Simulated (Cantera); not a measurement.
What does this Cantera script print?

```python
import numpy as np
import cantera as ct

gas_names = """
    F F2 H HF H2 H2F2 H3F3 H4F4 H5F5 H6F6 H7F7 Mg MgF MgF2 MgH MgN Mg2 Mg2F4 N NF NF2 NF3 NH NH2 NH3 N2
    N2H2 N2H4
""".split()
cond_names = """
    Mg(cr) Mg(L) MgF2(s) MgF2(L)
""".split()


def load(file, names, dense=False):
    # The tables refer to 1 bar. Condensed volumes are neglected.
    table = {s.name: s for s in ct.Species.list_from_file(file)}
    out = []
    for n in names:
        d = dict(table[n].input_data)
        d["thermo"] = dict(d["thermo"], **{"reference-pressure": 1e5})
        if dense:
            d["equation-of-state"] = {"model": "constant-volume", "density": "1e6 g/cm^3"}
        out.append(ct.Species.from_dict(d))
    return out


gas = ct.Solution(thermo="ideal-gas", species=load("nasa_gas.yaml", gas_names))
cond = {s.name: ct.Solution(thermo="fixed-stoichiometry", species=[s], name=s.name)
        for s in load("nasa_condensed.yaml", cond_names, dense=True)}
atoms = {
    'MgF2': {'Mg': 1, 'F': 2},
    'HF': {'H': 1, 'F': 1},
    'N2': {'N': 2},
}
top_T = {}  # K; cautious upper limits of use, not melting points


def equilibrate(T, P, feed):
    n = {}
    for name, mol in feed.items():
        for a, k in atoms[name].items():
            n[a] = n.get(a, 0.0) + k * mol
    gas.TPX = T, P, n
    mass = sum(n.values()) * gas.mean_molecular_weight
    gas.equilibrate("TP")
    valid = [c for c in cond.values() if c.min_temp <= T <= top_T.get(c.name, c.max_temp)]
    mix = ct.Mixture([(gas, mass / gas.mean_molecular_weight)] + [(c, 0.0) for c in valid])
    mix.T, mix.P = T, P
    mix.equilibrate("TP", solver="vcs", rtol=1e-11, max_steps=5000)
    return mix


results = []
feed = {'MgF2': 1, 'HF': 0.11, 'N2': 150}  # mol
P = 1333.22  # Pa
for T in [750, 850, 950, 1050, 1150, 1250, 1350, 1450, 1550, 1650, 1750, 1850, 1950]:
    mix = equilibrate(T, P, feed)
    results.append((T, P, feed, dict(zip(mix.species_names, mix.species_moles))))
    x = sorted(zip(gas.X, gas.species_names), reverse=True)
    print(f"T = {T:g} K  P = {P:g} Pa  gas = {mix.phase_moles(0):.4g} mol")
    print("   x: " + "  ".join(f"{s} {v:.3e}" for v, s in x if v > 1e-05))
    print("   condensed (mol): " + ("  ".join(f"{mix.phase(i).name} {mix.phase_moles(i):.4g}"
          for i in range(1, mix.n_phases) if mix.phase_moles(i) > 1e-12) or "none"))
```

Result:

```
T = 750 K  P = 1333.22 Pa  gas = 150.1 mol
   x: N2 9.993e-01  HF 7.328e-04
   condensed (mol): MgF2(s) 1
T = 850 K  P = 1333.22 Pa  gas = 150.1 mol
   x: N2 9.993e-01  HF 7.328e-04
   condensed (mol): MgF2(s) 1
T = 950 K  P = 1333.22 Pa  gas = 150.1 mol
   x: N2 9.993e-01  HF 7.328e-04
   condensed (mol): MgF2(s) 1
T = 1050 K  P = 1333.22 Pa  gas = 150.1 mol
   x: N2 9.993e-01  HF 7.328e-04
   condensed (mol): MgF2(s) 1
T = 1150 K  P = 1333.22 Pa  gas = 150.1 mol
   x: N2 9.993e-01  HF 7.328e-04
   condensed (mol): MgF2(s) 0.9999
T = 1250 K  P = 1333.22 Pa  gas = 150.1 mol
   x: N2 9.993e-01  HF 7.328e-04  MgF2 1.028e-05
   condensed (mol): MgF2(s) 0.9985
T = 1350 K  P = 1333.22 Pa  gas = 150.1 mol
   x: N2 9.991e-01  HF 7.327e-04  MgF2 1.498e-04
   condensed (mol): MgF2(s) 0.9775
T = 1450 K  P = 1333.22 Pa  gas = 150.3 mol
   x: N2 9.978e-01  MgF2 1.484e-03  HF 7.317e-04
   condensed (mol): MgF2(s) 0.7768
T = 1550 K  P = 1333.22 Pa  gas = 151.1 mol
   x: N2 9.927e-01  MgF2 6.614e-03  HF 7.279e-04
   condensed (mol): none
T = 1650 K  P = 1333.22 Pa  gas = 151.1 mol
   x: N2 9.927e-01  MgF2 6.615e-03  HF 7.279e-04
   condensed (mol): none
T = 1750 K  P = 1333.22 Pa  gas = 151.1 mol
   x: N2 9.926e-01  MgF2 6.613e-03  HF 7.279e-04
   condensed (mol): none
T = 1850 K  P = 1333.22 Pa  gas = 151.1 mol
   x: N2 9.926e-01  MgF2 6.604e-03  HF 7.277e-04  F 1.394e-05  MgF 1.282e-05
   condensed (mol): none
T = 1950 K  P = 1333.22 Pa  gas = 151.1 mol
   x: N2 9.926e-01  MgF2 6.583e-03  HF 7.273e-04  F 3.707e-05  MgF 3.244e-05
   condensed (mol): none
```

These are equilibrium values from Cantera (NASA tables, ideal gas, pure condensed phases), not measurements of a reactor.
